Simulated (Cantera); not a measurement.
A closed system holds: 1 mol SiHCl3, 29 mol NH3, 1.2 mol N2, held at 2098 K and 5.30e-5 bar.

Equilibrium computed with Cantera from the NASA thermochemical tables; the gas is ideal and each condensed phase is pure. Candidate condensed phases: NH4Cl, Si, Si3N4; 28 gas species. The tables' values for SiCl are old estimates; treat these amounts as uncertain. The numbers say what is thermodynamically allowed, not how fast it happens.

Base state: H2 0.447, H 0.283, N2 0.215, HCl 0.0280, Si 0.0136, Cl 0.0130, SiCl 7.82e-5, SiH 3.60e-5 (mole fractions); condensed: gas only.

**Question.** What changes in the equilibrium state with this change: NH3 from 29 to 0.87 mol?

**Answer.** 
```json
[
 {"species": "N2", "before": "0.215", "after": "0.241"},
 {"species": "HCl", "before": "0.0280", "after": "0.189"},
 {"species": "Cl", "before": "0.0130", "after": "0.182"},
 {"species": "H2", "before": "0.447", "after": "0.104"},
 {"species": "SiCl2", "before": "2.06e-5", "after": "0.0318"},
 {"species": "Si", "before": "0.0136", "after": "0.107"},
 {"species": "H", "before": "0.283", "after": "0.136"},
 {"species": "SiCl3", "before": "1.04e-9", "after": "2.24e-5"},
 {"species": "SiCl", "before": "7.82e-5", "after": "0.00862"},
 {"species": "Si2", "before": "9.67e-7", "after": "6.01e-5"}
]
```
The tables' values for SiCl, SiN, SiCl3 are old estimates; treat these amounts as uncertain.

**Question.** What changes in the equilibrium state with this change: pressure from 5.30e-5 bar to 0.133 bar?

**Answer.** 
```tsv
species	before	after
H2	0.447	0.692
N2	0.215	0.255
HCl	0.0280	0.0388
H	0.283	0.00701
Cl	0.0130	0.000289
Si	0.0136	0.000980
SiCl2	2.06e-5	0.00466
SiCl3	1.04e-9	1.31e-5
Si2N	6.31e-8	4.53e-5
Si(l), mol	0	0.605
```
The tables' values for SiCl, SiN, SiCl3 are old estimates; treat these amounts as uncertain. Gases not in the tables: Si2H6 and higher silanes.

**Question.** What changes in the equilibrium state with this change: temperature from 2098 K to 1250 K?

**Answer.** 
```tsv
species	before	after
H2	0.447	0.702
N2	0.215	0.249
HCl	0.0280	0.0488
H	0.283	5.56e-5
Si	0.0136	7.07e-9
Cl	0.0130	3.30e-6
SiCl2	2.06e-5	0.000384
SiH	3.60e-5	<1e-9
SiCl	7.82e-5	2.81e-8
Si3N4(s), mol	0	0.326
```
